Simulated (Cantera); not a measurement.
A jet of CH₄ : O₂ : N₂ = 0.019 : 0.13 : 0.79 (molar parts) at 300 K and 0.420 bar hits a platinum plate 4.4 cm away at a mass flux of 0.087 kg/m²/s; the plate temperature is set and raised in steps from an oxygen-covered start.

Detailed kinetics in Cantera: Deutschmann's 1995 Pt surface mechanism with GRI-Mech 3.0 gas chemistry. Catalytic surfaces can have several steady states; this one follows from the mechanism file's or the stated starting coverage.

x: mole fraction at the wall; θ: surface coverage.

```
plate T (K)  wall x CH₄  wall x O₂  wall x H₂O   wall x OH   wall x CO  wall x CO₂   θ free Pt   θ O*    θ OH*
-----------  ----------  ---------  ----------  ----------  ----------  ----------  ----------  -----  -------
850              0.0163      0.130     0.00741       <1e-8     3.48e-6     0.00485      0.0813  0.917  0.00127
900              0.0122      0.121      0.0150     1.58e-8     3.74e-6     0.00982       0.127  0.871  0.00175
950          (withheld)      0.113  (withheld)  (withheld)     3.48e-6  (withheld)  (withheld)  0.817  0.00201
1000         (withheld)      0.107  (withheld)  (withheld)  (withheld)  (withheld)  (withheld)  0.758  0.00206
1050            0.00377      0.104      0.0304     3.17e-7     2.78e-6      0.0201       0.301  0.697  0.00197
```

Question: Complete the blanks.

Answer: 
- 950, wall x CH₄: 0.00830
- 950, wall x H₂O: 0.0222
- 950, wall x OH: 4.94e-8
- 950, wall x CO₂: 0.0146
- 950, θ free Pt: 0.181
- 1000, wall x CH₄: 0.00552
- 1000, wall x H₂O: 0.0273
- 1000, wall x OH: 1.32e-7
- 1000, wall x CO: 3.10e-6
- 1000, wall x CO₂: 0.0180
- 1000, θ free Pt: 0.240
